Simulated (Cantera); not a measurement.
A Cantera script and what it prints.

```python
import numpy as np
import cantera as ct

gas_names = """
    C CN CO CO2 C2 CCN CNC C2N2 C2O C3 C3O2 C4 C4N2 C5 N NCO NO NO2 NO3 N2 N2O O O2 O3 Pb PbO Pb2
""".split()
cond_names = """
    C(gr) Pb(cr) Pb(L) PbO(rd) PbO(yw) PbO(L) PbO2(s) Pb3O4(s)
""".split()


# ... load() reads the species with a 1 bar reference pressure and builds the phases ...
atoms = {
    'Pb': {'Pb': 1},
    'CO': {'C': 1, 'O': 1},
    'N2': {'N': 2},
}
top_T = {'C(gr)': 4500, 'Pb3O4(s)': 820}  # K; cautious upper limits of use, not melting points


# ... equilibrate(T, P, feed) seeds the gas with the atoms and calls Mixture.equilibrate('TP', solver="vcs", rtol=1e-11, max_steps=5000) ...
results = []
T = 1023.15  # K
P = 101325  # Pa
for m in [0.53, 1.1, 1.7, 2.3, 2.9, 3.5, 4.1, 4.7]:
    feed = {'Pb': 1, 'CO': 0.059, 'N2': m}  # mol
    mix = equilibrate(T, P, feed)
    results.append((T, P, feed, dict(zip(mix.species_names, mix.species_moles))))

top = {s: max(r[3][s] / sum(r[3][g] for g in gas_names) for r in results) for s in gas_names}
cols = sorted((s for s in top if top[s] > 1e-06), key=lambda s: -top[s])[:5]
seen = [c for c in cond_names if any(r[3].get(c, 0) > 1e-12 for r in results)]
print("log10 of partial pressures in bar; condensed amounts in mol")
print(f"{'n(N2)':>10s}" + "".join(f"{s[:9]:>10s}" for s in cols + seen))
for T, P, feed, n in results:
    ng = sum(n[g] for g in gas_names)
    print(f"{feed['N2']:10.4g}" + "".join(f"{np.log10(max(n[s] / ng * P / 1e5, 1e-99)):10.3f}" for s in cols)
          + "".join(f"{n.get(c, 0):10.4g}" for c in seen))
```

Result:

```
log10 of partial pressures in bar; condensed amounts in mol
     n(N2)        N2        CO       CO2        Pb     C(gr)     Pb(L)
      0.53    -0.039    -1.021    -2.489    -4.573  0.001878         1
       1.1    -0.017    -1.302    -3.052    -4.573  0.001013         1
       1.7    -0.009    -1.479    -3.405    -4.573 0.0006827         1
       2.3    -0.005    -1.604    -3.655    -4.573 0.0005149    0.9999
       2.9    -0.003    -1.701    -3.849    -4.573 0.0004134    0.9999
       3.5    -0.002    -1.780    -4.007    -4.573 0.0003453    0.9999
       4.1    -0.000    -1.847    -4.141    -4.573 0.0002964    0.9999
       4.7     0.000    -1.905    -4.257    -4.573 0.0002597    0.9999
```

These are equilibrium values from Cantera (NASA tables, ideal gas, pure condensed phases), not measurements of a reactor.
